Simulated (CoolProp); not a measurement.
Model: reference Helmholtz-energy equation of state, de Reuck 1990, in CoolProp.

**Question.** Give the vapour pressure (MPa), vapour density (kg/m³), liquid cp (kJ/(kg K)) of saturated fluorine at -185.65 °C.

**Answer.** 
```json
[
 {"T (°C)": "-185.65", "p (MPa)": "0.133", "vapour density (kg/m³)": "7.26", "liquid cp (kJ/(kg K))": "1.52"}
]
```
